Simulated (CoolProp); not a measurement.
cis-2-butene along the isobar 76.3 bar: density (kg/m³) from the reference equation and from simpler models built on Tc = 435.8 K, pc = 42.36 bar, ω = 0.202; each cubic takes its own stable root.

Computed with CoolProp (reference Helmholtz-energy equation of state, Lemmon 2005). It is a short technical equation, of lower accuracy than the large ones.

| T (K) | phase | reference |
|---|---|---|
| 351.1 | liquid | 564.0 |
| 368.5 | liquid | 541.0 |
| 385.9 | liquid | 515.7 |
| 403.3 | liquid | 487.6 |
| 420.7 | liquid | 454.9 |
| 438.1 | supercritical | 415.2 |
| 455.5 | supercritical | 362.8 |
| 472.8 | supercritical | 290.7 |
| 490.2 | supercritical | 219.9 |
| 507.6 | supercritical | 178.1 |
| 525 | supercritical | 153.6 |

Question: How far does each simpler model (van der Waals, Peng-Robinson) lie from the reference over these 11 states: mean and median of the absolute difference, and the worst?

Answer: 
- van der Waals: mean 23.5 %, median 28.9 %, worst -34.9 % at 351.1 K and 76.3 bar
- Peng-Robinson: mean 3.3 %, median 3.3 %, worst -7.8 % at 472.8 K and 76.3 bar
